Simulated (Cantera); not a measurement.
A closed system holds: 1 mol Si, 0.0028 mol O2, 12 mol N2, 0.015 mol CO2, equilibrated at 100000 Pa.

Method: chemical equilibrium by Gibbs-energy minimisation in Cantera with the NASA 1993 tables (ideal gas, pure condensed phases). Candidate condensed phases: C, Si, SiC, SiO2, Si2N2O, Si3N4; 34 gas species. N2 is the only nitrogen source here; it is nearly inert below about 1500 K, so the nitride shown seldom forms there in practice. Mutual solubility and eutectic melting of coexisting phases are not modelled. Kinetics and transport are ignored.

### Question
Which condensed phases are stable at each of these points (T (°C)): 627, 727, 827, 927, 1027, 1127, 1227, 1327, 1427, 1527, 1627, 1727, 1827, 1927?

### Answer
```
T (°C)                    condensed phases  Si condensed (%)
------  ----------------------------------  ----------------
627     C(graphite) + Si2N2O(s) + Si3N4(s)             100.0
727     C(graphite) + Si2N2O(s) + Si3N4(s)             100.0
827     C(graphite) + Si2N2O(s) + Si3N4(s)             100.0
927     C(graphite) + Si2N2O(s) + Si3N4(s)             100.0
1027    C(graphite) + Si2N2O(s) + Si3N4(s)             100.0
1127    C(graphite) + Si2N2O(s) + Si3N4(s)             100.0
1227    C(graphite) + Si2N2O(s) + Si3N4(s)             100.0
1327    C(graphite) + Si2N2O(s) + Si3N4(s)             100.0
1427                  Si2N2O(s) + Si3N4(s)             100.0
1527                  Si2N2O(s) + Si3N4(s)              99.9
1627                  Si2N2O(s) + Si3N4(s)              99.4
1727                              Si3N4(s)              97.9
1827                              Si3N4(s)              97.8
1927                                 Si(l)              97.2
```

From 627 °C to 1327 °C the condensed part is C(graphite) + Si2N2O(s) + Si3N4(s). From 1427 °C to 1627 °C the condensed part is Si2N2O(s) + Si3N4(s). From 1727 °C to 1827 °C the condensed part is Si3N4(s). At 1927 °C the condensed part is Si(l).
